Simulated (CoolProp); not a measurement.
Octamethyltrisiloxane (MDM) along the isotherm 575 K: fugacity coefficient from the reference equation and from simpler models built on Tc = 565.4 K, pc = 14.38 bar, ω = 0.528; each cubic takes its own stable root.

Values from CoolProp's reference Helmholtz-energy equation of state, Thol 2017.

```
p (bar)          phase  reference  van der Waals  Redlich-Kwong  Peng-Robinson
-------  -------------  ---------  -------------  -------------  -------------
1.66               gas     0.9641         0.9672         0.9628         0.9592
3.32               gas     0.9285              ?         0.9261              ?
4.98               gas     0.8930         0.9019         0.8898         0.8803
6.63               gas     0.8578         0.8696         0.8541              ?
8.29               gas          ?         0.8369         0.8185              ?
9.95               gas     0.7867         0.8039         0.7829         0.7674
11.6               gas     0.7509         0.7705         0.7474         0.7308
13.3               gas     0.7133         0.7349         0.7102         0.6930
14.9     supercritical     0.6763              ?         0.6737         0.6568
16.6     supercritical     0.6333         0.6529         0.6294         0.6159
18.2     supercritical     0.5917         0.6137         0.5897         0.5773
19.9     supercritical     0.5534         0.5782         0.5535         0.5413
21.6     supercritical     0.5206         0.5481         0.5225         0.5103
```

Q: Some entries are withheld; supply them.

A: 
- 3.32, van der Waals: 0.9345
- 3.32, Peng-Robinson: 0.9193
- 6.63, Peng-Robinson: 0.8422
- 8.29, reference: 0.8223
- 8.29, Peng-Robinson: 0.8046
- 14.9, van der Waals: 0.6989
